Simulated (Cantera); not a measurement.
## Thermodynamics of carbothermic reduction, feed TiO2 + C + CO

A closed system holds: 1 mol TiO2, 5.2 mol C, 0.62 mol CO, equilibrated at 17.0 Pa.

Equilibrium computed with Cantera from the NASA thermochemical tables; the gas is ideal and each condensed phase is pure. Candidate condensed phases: C, Ti, TiC, TiO, TiO2, Ti2O3, Ti3O5, Ti4O7; 15 gas species. TiC: taken at fixed stoichiometry. The numbers say what is thermodynamically allowed, not how fast it happens.

From 2223 K to 2623 K the condensed part is C(graphite) + TiC(s). The main Ti-bearing gas is Ti throughout.

```
T (K)  log p CO  log p Ti  log p C3  log p C  n C(graphite)  n TiC(s)
-----  --------  --------  --------  -------  -------------  --------
2223      -3.77     -7.43     -8.42    -8.64           2.20     0.999
2273      -3.77     -7.10     -8.00    -8.27           2.20     0.999
2323      -3.77     -6.79     -7.59    -7.92           2.20     0.997
2373      -3.77     -6.48     -7.21    -7.58           2.20     0.995
2423      -3.77     -6.19     -6.84    -7.25           2.20     0.990
2473      -3.77     -5.91     -6.49    -6.94           2.20     0.981
2523      -3.78     -5.65     -6.15    -6.64           2.20     0.964
2573      -3.79     -5.39     -5.82    -6.36           2.18     0.935
2623      -3.80     -5.14     -5.51    -6.08           2.14     0.881
```
log p: log10 of the partial pressure in bar; n: condensed amount in mol.
